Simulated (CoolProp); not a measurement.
cis-2-butene at several states: density (kg/m³) from the reference equation and from simpler models built on Tc = 162.6 °C, pc = 42.36 bar, ω = 0.202; each cubic takes its own stable root.

Model: reference Helmholtz-energy equation of state, Lemmon 2005, in CoolProp. It is a short technical equation, of lower accuracy than the large ones.

| T (°C) | p (bar) | phase | reference |
|---|---|---|---|
| -27.35 | 2.83 | liquid | 674.3 |
| 246.45 | 0.346 | gas | 0.4501 |
| -102.25 | 74 | liquid | 755.6 |

**Question.** How far does each simpler model (van der Waals, Soave-Redlich-Kwong, Peng-Robinson) lie from the reference over these 3 states: mean and median of the absolute difference, and the worst?

**Answer.** 
- van der Waals: mean 25.9 %, median 38.6 %, worst -39.0 % at -102.25 °C and 74 bar
- Soave-Redlich-Kwong: mean 5.6 %, median 7.5 %, worst -9.4 % at -102.25 °C and 74 bar
- Peng-Robinson: mean 2.0 %, median 1.6 %, worst +4.3 % at -27.35 °C and 2.83 bar
